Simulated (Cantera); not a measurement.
Feed: 1 mol SiHCl₃, a varied amount of NH₃, at 2073 K and 9500 Pa.

Cantera equilibrium calculation (NASA polynomials, part measured and part estimated; ideal gas, pure solids and liquids). Candidate condensed phases: NH₄Cl, Si, Si₃N₄; 28 gas species. Gases not in the tables: Si₂H₆ and higher silanes. Equilibrium is a limit: real reactors are often held back by kinetics, nucleation or transport.

Question: What share of the Si ends up in condensed phases as a function of n(NH₃) (mol), at 0.31, 0.63, 0.95, 1.3, 1.6, 1.9, 2.2, 2.5, 2.9?

Answer: 
```tsv
n(NH₃) (mol)	Si condensed (%)	as
0.31	0.0	-
0.63	0.0	-
0.95	0.0	-
1.3	0.0	-
1.6	0.9	Si(l)
1.9	4.0	Si(l)
2.2	6.9	Si(l)
2.5	9.5	Si(l)
2.9	12.6	Si(l)
```
